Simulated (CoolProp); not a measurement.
The numbers come from the reference Helmholtz-energy equation of state, Lemmon 2006 in CoolProp. It is a short technical equation, of lower accuracy than the large ones.

Give the vapour pressure (kPa), liquid density (kg/m³), enthalpy of vaporisation (kJ/kg), liquid cp (kJ/(kg K)) of saturated toluene at 347.8, 351.7 K.


| T (K) | p (kPa) | liquid density (kg/m³) | enthalpy of vaporisation (kJ/kg) | liquid cp (kJ/(kg K)) |
|---|---|---|---|---|
| 347.8 | 32.2 | 815 | 383 | 1.87 |
| 351.7 | 37.0 | 811 | 381 | 1.88 |
